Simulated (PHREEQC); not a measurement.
**Hard or scaling water: speciation**

Dissolve 2.9 mmol/kgw CaSO4 and 12 mmol/kgw NaF at 60 °C. Closed to the air; pH follows from the charge balance.

Equilibrium calculation in PHREEQC: ion-association model, phreeqc.dat.

This is a speciation only: nothing precipitates in the calculation.

Problem. Estimate the pH, ionic strength, specific conductance.

Solution. pH 7.23; ionic strength 0.0217 mol/kgw; specific conductance 3200 µS/cm.

Problem. In which forms is S present?

Solution. SO4-2 83 %, CaSO4 14 %, NaSO4- 3.3 % of the S.

Saturation is exceeded, for instance for Fluorite; the values hold only as long as no solid forms. Species that the database lacks are ignored. At this temperature some constants are extrapolated from 25 °C, and those without enthalpy data are left unchanged.
